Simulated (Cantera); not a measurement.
Mixture: 18.4 % CH₄, 0.755 % CO, 21.9 % O₂, 58.9 % N₂, equivalence ratio 1.7, at 100000 Pa, adiabatic and at constant pressure. Ignition delay is the time to a rise of 400 K.

Detailed kinetics in Cantera: GRI-Mech 3.0 (53 species, 325 reactions).

Predict: delay at 1148 K; delay at 1248 K; delay at 1348 K; delay at 1448 K; delay at 1548 K; apparent activation energy between 1448 and 1548 K.


| Property | Value |
|---|---|
| delay at 1148 K | 0.107 s |
| delay at 1248 K | 24.8 ms |
| delay at 1348 K | 6.64 ms |
| delay at 1448 K | 2.03 ms |
| delay at 1548 K | 0.713 ms |
| apparent activation energy between 1448 and 1548 K | 190 kJ/mol |
